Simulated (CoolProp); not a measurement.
Properties of isobutane at several states.

Model: reference Helmholtz-energy equation of state, Bücker 2006, in CoolProp.

```tsv
T (°C)	p (MPa)	phase	density (kg/m³)	Prandtl number
160.05	17.5	supercritical	432.8	2.92
111.85	0.325	gas	6.131	…
-33.35	15.3	liquid	…	6.11
264.45	0.0116	gas	0.1509	0.717
288.35	20.5	supercritical	…	…
195.35	0.0367	gas	0.5488	…
```

What belongs in the gaps?


- 111.85, Prandtl number: 0.749
- -33.35, density (kg/m³): 632.0
- 288.35, density (kg/m³): 305.9
- 288.35, Prandtl number: 1.76
- 195.35, Prandtl number: 0.731

Viscosity comes from a separate model (Vogel 2000). Thermal conductivity comes from a separate model (Perkins 2002).
